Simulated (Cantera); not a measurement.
Cantera run:

```python
import numpy as np
import cantera as ct

gas_names = """
    CL CL2 H HCL H2 Si SiCL SiCL2 SiCL3 SiCL4 SiH SiHCL3 SiH2 SiH2CL2 SiH3 SiH3CL SiH4 Si2 Si3
""".split()
cond_names = """
    Si(cr) Si(L)
""".split()


# ... load() reads the species with a 1 bar reference pressure and builds the phases ...
atoms = {
    'SiCl4': {'Si': 1, 'CL': 4},
    'HCl': {'H': 1, 'CL': 1},
    'H2': {'H': 2},
}
top_T = {}  # K; cautious upper limits of use, not melting points


# ... equilibrate(T, P, feed) seeds the gas with the atoms and calls Mixture.equilibrate('TP', solver="vcs", rtol=1e-11, max_steps=5000) ...
results = []
feed = {'SiCl4': 1, 'HCl': 5.6, 'H2': 0.51}  # mol
T = 1098  # K
P = 100000  # Pa
mix = equilibrate(T, P, feed)
results.append((T, P, feed, dict(zip(mix.species_names, mix.species_moles))))
print(gas.report(threshold=0.0001))
for i in range(1, mix.n_phases):
    print(f"{mix.phase(i).name:16s} {mix.phase_moles(i):12.5e} mol")
```

Result:

```
       temperature   1098 K
          pressure   1e+05 Pa
           density   0.57784 kg/m^3
  mean mol. weight   52.753 kg/kmol
   phase of matter   gas

                          1 kg             1 kmol
                     ---------------   ---------------
          enthalpy       -2.5335e+06       -1.3365e+08  J
   internal energy       -2.7066e+06       -1.4278e+08  J
           entropy            4938.3        2.6051e+05  J/K
    Gibbs function       -7.9557e+06       -4.1969e+08  J
 heat capacity c_p            805.33             42483  J/K
 heat capacity c_v            647.72             34169  J/K

                      mass frac. Y      mole frac. X     chem. pot. / RT
                     ---------------   ---------------   ---------------
               HCL           0.54448           0.78783            -34.87
                H2         0.0027334          0.071524           -20.381
             SiCL4           0.45221           0.14042            -121.2
            SiHCL3        0.00047632        0.00018552           -106.71
     [  +15 minor]        9.7101e-05        3.8203e-05

Si(cr)            0.00000e+00 mol
```

Cantera equilibrium calculation (NASA polynomials, part measured and part estimated; ideal gas, pure solids and liquids). The tables' values for SiCl3 are old estimates; treat these amounts as uncertain.
